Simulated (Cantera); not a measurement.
Feed: 1 mol SiH2Cl2, 25 mol O2, at 1625 K and 13.3 mbar.

Equilibrium computed with Cantera from the NASA thermochemical tables; the gas is ideal and each condensed phase is pure. Candidate condensed phases: H2O, Si, SiO2; 30 gas species. The tables hold silica as quartz up to 1696 K and as liquid above; real silica turns to tridymite and cristobalite and melts near 1996 K. Kinetics and transport are ignored.

Problem. What is the equilibrium state?

Solution. 
| Quantity | Value |
|---|---|
| x(O2) | 0.911 |
| x(HCl) | 0.0510 |
| x(Cl) | 0.0244 |
| x(H2O) | 0.0126 |
| x(Cl2) | 0.000491 |
| x(OH) | 0.000322 |
| x(O) | 0.000161 |
| x(ClO) | 5.71e-5 |
| x(HOCl) | 1.97e-6 |
| n(SiO2(β-quartz)) | 1.00 mol |
| gas amount | 26.16 mol |
| log10 activity of Si(s) (absent) | -18.08 |
